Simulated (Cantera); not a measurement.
## Adiabatic ignition

An adiabatic, constant-pressure homogeneous reactor starts with CH4 : H2 : O2 : N2 = 1 : 0.26 : 6.09 : 41.4 (molar parts), equivalence ratio 0.35, at 1673 K and 5.82 atm.

Model: GRI-Mech 3.0 (53 species, 325 reactions), integrated in Cantera.

| t (s) | T (K) | x CH4 | x H2 | x O2 | x C2H6 | x CH3 | x CH2O | x N2O |
|---|---|---|---|---|---|---|---|---|
| 1.00e-6 | 1673 | 0.0205 | 0.00533 | 0.125 | 1.41e-10 | 2.12e-6 | 4.22e-8 | 1.14e-11 |
| 2.68e-6 | 1673 | 0.0205 | 0.00533 | 0.125 | 5.20e-9 | 7.83e-6 | 4.35e-7 | 5.67e-11 |
| 7.20e-6 | 1673 | 0.0205 | 0.00533 | 0.125 | 2.28e-7 | 3.41e-5 | 4.97e-6 | 3.39e-10 |
| 1.93e-5 | 1674 | 0.0200 | 0.00526 | 0.125 | 2.70e-5 | 0.000274 | 0.000103 | 3.29e-9 |
| 5.18e-5 | 2030 | <1e-12 | 0.000971 | 0.0820 | <1e-12 | <1e-12 | 1.91e-11 | 2.31e-6 |
| 0.000139 | 2141 | <1e-12 | 0.000108 | 0.0809 | <1e-12 | <1e-12 | <1e-12 | 2.00e-6 |
| 0.000373 | 2147 | <1e-12 | 5.46e-5 | 0.0810 | <1e-12 | <1e-12 | <1e-12 | 9.97e-7 |
| 0.00100 | 2147 | <1e-12 | 5.41e-5 | 0.0810 | <1e-12 | <1e-12 | <1e-12 | 9.82e-7 |
| 0.00268 | 2147 | <1e-12 | 5.40e-5 | 0.0810 | <1e-12 | <1e-12 | <1e-12 | 9.82e-7 |
| 0.00720 | 2147 | <1e-12 | 5.40e-5 | 0.0809 | <1e-12 | <1e-12 | <1e-12 | 9.81e-7 |
| 0.0193 | 2146 | <1e-12 | 5.37e-5 | 0.0807 | <1e-12 | <1e-12 | <1e-12 | 9.78e-7 |
| 0.0518 | 2144 | <1e-12 | 5.31e-5 | 0.0803 | <1e-12 | <1e-12 | <1e-12 | 9.73e-7 |
| 0.139 | 2139 | <1e-12 | 5.19e-5 | 0.0793 | <1e-12 | <1e-12 | <1e-12 | 9.64e-7 |
| 0.373 | 2134 | <1e-12 | 5.04e-5 | 0.0781 | <1e-12 | <1e-12 | <1e-12 | 9.57e-7 |
| 1.00 | 2131 | <1e-12 | 4.99e-5 | 0.0777 | <1e-12 | <1e-12 | <1e-12 | 9.56e-7 |
x: mole fraction; the columns are a selection and need not sum to one.

```json
{
  "time_of_steepest_temperature_rise": "41.4 µs",
  "temperature at 1.00 s": "2131 K",
  "equilibrium_temperature": "2131 K",
  "x(CH4) at 1.00 s": "<1e-12 (gas-phase equilibrium <1e-12)",
  "x(H2) at 1.00 s": "4.99e-5 (gas-phase equilibrium 4.99e-5)",
  "x(O2) at 1.00 s": "0.0777 (gas-phase equilibrium 0.0777)"
}
```
